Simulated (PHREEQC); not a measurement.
## Copper plating or etch bath with acid rinse or clean

Solution A (7.9 mmol/kgw CuSO4, 0.36 mmol/kgw H2SO4 and 0.52 mmol/kgw H3BO3) is mixed with solution B (0.0068 mol/kgw HBr, 0.14 mol/kgw NaCl and 0.04 mol/kgw CuCl2) at 20 °C; shares are by mass of water, 1 kg in all. Oxygen is held at 0.21 atm. The system is closed to CO2. Solids allowed: Halite. Others were left out.

Equilibrium calculation in PHREEQC: ion-association model, phreeqc.dat.

```tsv
share of solution B	pH	Cu+2 (mol/kgw)	SO4-2 (mol/kgw)
0	3.31	0.00574	0.00593
0.1	3.03	0.00888	0.00501
0.2	2.85	0.0120	0.00425
0.25	2.79	0.0135	0.00391
0.35	2.68	0.0165	0.00327
0.45	2.59	0.0195	0.00269
0.55	2.51	0.0224	0.00214
0.65	2.45	0.0253	0.00163
0.75	2.39	0.0281	0.00114
0.8	2.36	0.0295	0.000904
0.9	2.31	0.0322	0.000444
1	2.27	0.0349	0
```
